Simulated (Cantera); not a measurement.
Input: 1 mol Si, 1.7 mol H₂O, 120 mol H₂, 4.4 mol CO, equilibrated at 41.0 mbar.

These are equilibrium values from Cantera (NASA tables, ideal gas, pure condensed phases), not measurements of a reactor. Candidate condensed phases: C, C₆H₆, C₇H₈, C₈H₁₈, H₂O, Si, SiC, SiO₂; 123 gas species. The tables hold silica as quartz up to 1696 K and as liquid above; real silica turns to tridymite and cristobalite and melts near 1996 K. The numbers say what is thermodynamically allowed, not how fast it happens.

Which condensed phases are stable at each of these points (T (K)): 700, 750, 800, 850, 900, 950, 1000, 1050, 1100, 1150?


```json
[
 {"T (K)": "700", "condensed phases": "SiO₂(α-quartz)", "Si condensed (%)": "100.0"},
 {"T (K)": "750", "condensed phases": "SiO₂(α-quartz)", "Si condensed (%)": "100.0"},
 {"T (K)": "800", "condensed phases": "SiO₂(α-quartz)", "Si condensed (%)": "100.0"},
 {"T (K)": "850", "condensed phases": "SiO₂(β-quartz)", "Si condensed (%)": "100.0"},
 {"T (K)": "900", "condensed phases": "SiO₂(β-quartz)", "Si condensed (%)": "100.0"},
 {"T (K)": "950", "condensed phases": "SiO₂(β-quartz)", "Si condensed (%)": "100.0"},
 {"T (K)": "1000", "condensed phases": "SiO₂(β-quartz)", "Si condensed (%)": "100.0"},
 {"T (K)": "1050", "condensed phases": "C(graphite) + SiO₂(β-quartz)", "Si condensed (%)": "100.0"},
 {"T (K)": "1100", "condensed phases": "C(graphite) + SiO₂(β-quartz)", "Si condensed (%)": "100.0"},
 {"T (K)": "1150", "condensed phases": "C(graphite) + SiO₂(β-quartz)", "Si condensed (%)": "100.0"}
]
```

From 700 K to 800 K the condensed part is SiO₂(α-quartz). From 850 K to 1000 K the condensed part is SiO₂(β-quartz). From 1050 K to 1150 K the condensed part is C(graphite) + SiO₂(β-quartz).
